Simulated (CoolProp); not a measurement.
Vapour-liquid equilibrium of n-hexane (1) + n-decane (2) at 457 K; x and y are mole fractions of (1).

Values from CoolProp's multi-fluid Helmholtz-energy mixture model, Thol 2019 and Lemmon 2006; pair parameters Kunz 2012.

Task: Give the bubble pressure and the first vapour's composition at x = 0.275, 0.575, 0.875. Is there an azeotrope?

Result: x = 0.275: 0.4034 MPa, y = 0.733; x = 0.575: 0.7577 MPa, y = 0.901; x = 0.875: 1.181 MPa, y = 0.976. No azeotrope shows between x = 0.05 and 0.95.

The pair parameters rest on a limited set of measurements; away from them the model extrapolates.
